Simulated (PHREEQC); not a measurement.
Solution (25 °C): 0.0017 mol CdSO4, 0.0011 mol KCl and 9.2e-05 mol MnSO4 per kg of water. Closed to the air; pH follows from the charge balance.

The numbers come from PHREEQC with the ion-association model, wateq4f.dat.

Each row changes one thing in this solution. No solid was allowed to form.

```json
[
 {"case": "as made", "pH": "6.48", "ionic strength (mol/kgw)": "0.00688", "SO4-2 (mol/kgw)": "0.00148", "Cd+2 (mol/kgw)": "0.00132", "CdSO4 (mol/kgw)": "0.000282", "Cd(SO4)2-2 (mol/kgw)": "4.62e-6"},
 {"case": "0.00017 mol/kgw KHF2 added", "pH": "?", "ionic strength (mol/kgw)": "0.00717", "SO4-2 (mol/kgw)": "0.00147", "Cd+2 (mol/kgw)": "0.00133", "CdSO4 (mol/kgw)": "0.000278", "Cd(SO4)2-2 (mol/kgw)": "4.52e-6"},
 {"case": "MnSO4 left out", "pH": "6.48", "ionic strength (mol/kgw)": "0.00659", "SO4-2 (mol/kgw)": "0.00141", "Cd+2 (mol/kgw)": "0.00133", "CdSO4 (mol/kgw)": "0.000274", "Cd(SO4)2-2 (mol/kgw)": "4.26e-6"},
 {"case": "temperature from 25 to 50 °C", "pH": "6.17", "ionic strength (mol/kgw)": "0.00676", "SO4-2 (mol/kgw)": "0.00145", "Cd+2 (mol/kgw)": "0.00130", "CdSO4 (mol/kgw)": "0.000304", "Cd(SO4)2-2 (mol/kgw)": "4.24e-6"},
 {"case": "CdSO4 from 0.0017 to 0.00034 mol/kgw", "pH": "6.70", "ionic strength (mol/kgw)": "0.00267", "SO4-2 (mol/kgw)": "0.000403", "Cd+2 (mol/kgw)": "0.000294", "CdSO4 (mol/kgw)": "2.18e-5", "Cd(SO4)2-2 (mol/kgw)": "9.67e-8"},
 {"case": "0.00062 mol/kgw Ca(NO3)2 added", "pH": "6.48", "ionic strength (mol/kgw)": "0.00854", "SO4-2 (mol/kgw)": "0.00143", "Cd+2 (mol/kgw)": "0.00135", "CdSO4 (mol/kgw)": "?", "Cd(SO4)2-2 (mol/kgw)": "4.11e-6"},
 {"case": "CdSO4 from 0.0017 to 0.017 mol/kgw", "pH": "6.21", "ionic strength (mol/kgw)": "0.0411", "SO4-2 (mol/kgw)": "0.00949", "Cd+2 (mol/kgw)": "0.00979", "CdSO4 (mol/kgw)": "0.00621", "Cd(SO4)2-2 (mol/kgw)": "0.000663"},
 {"case": "KCl left out", "pH": "6.53", "ionic strength (mol/kgw)": "0.00588", "SO4-2 (mol/kgw)": "0.00146", "Cd+2 (mol/kgw)": "0.00139", "CdSO4 (mol/kgw)": "0.000307", "Cd(SO4)2-2 (mol/kgw)": "?"}
]
```

Task: What belongs in the gaps?

Result: 
- 0.00017 mol/kgw KHF2 added, pH: 3.97
- 0.00062 mol/kgw Ca(NO3)2 added, CdSO4 (mol/kgw): 0.000259
- KCl left out, Cd(SO4)2-2 (mol/kgw): 4.96e-6

Complexes and solids missing from the database can't appear. At this temperature some constants are extrapolated from 25 °C, and those without enthalpy data are left unchanged.
